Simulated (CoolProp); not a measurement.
Vapour-liquid equilibrium of acetone (1) + p-xylene (2) at 7.37 bar; x and y are mole fractions of (1).

Values from CoolProp's multi-fluid Helmholtz-energy mixture model, Lemmon 2006 and Zhou 2012; pair parameters Bell 2016.

```tsv
x	bubble temperature (K)	y at the bubble point	dew temperature at overall composition x (K)	liquid density (mol/L)
0.05	490.0	0.232	502.0	6.367
0.125	471.8	0.466	497.2	6.740
0.2	458.2	0.610	492.2	7.081
0.275	447.9	0.703	486.9	7.405
0.35	439.8	0.767	481.3	7.723
0.425	433.2	0.814	475.4	8.045
0.5	427.6	0.851	468.9	8.377
0.575	422.8	0.880	461.8	8.725
0.65	418.6	0.906	454.0	9.094
0.725	414.6	0.929	445.2	9.488
0.8	411.0	0.950	435.2	9.913
0.875	407.5	0.969	423.7	10.37
0.95	404.2	0.988	410.9	10.88
```

No azeotrope shows between x = 0.05 and 0.95.

The pair parameters rest on a limited set of measurements; away from them the model extrapolates.
